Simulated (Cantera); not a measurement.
Feed: 1 mol CH2F2, 0.64 mol HCl, at 0.345 Torr.

Method: chemical equilibrium by Gibbs-energy minimisation in Cantera with the NASA 1993 tables (ideal gas, pure condensed phases). Candidate condensed phases: C, C6H6, C7H8, C8H18; 118 gas species. The numbers say what is thermodynamically allowed, not how fast it happens. All values below are at 1875 K.

Base state: HF 0.742, HCl 0.201, Cl 0.0365, H2 0.0163, H 0.00390, F 4.25e-5 (mole fractions); condensed: C(graphite).

Q: What changes in the equilibrium state with this change: HCl from 0.64 to 0.14 mol?

A: 
```json
[
 {"species": "HF", "before": "0.742", "after": "0.926"},
 {"species": "HCl", "before": "0.201", "after": "0.0501"},
 {"species": "Cl", "before": "0.0365", "after": "0.0147"},
 {"species": "H2", "before": "0.0163", "after": "0.00620"},
 {"species": "F", "before": "4.25e-5", "after": "8.60e-5"},
 {"species": "H", "before": "0.00390", "after": "0.00241"},
 {"species": "C(graphite), mol", "before": "1.000", "after": "1.000"}
]
```
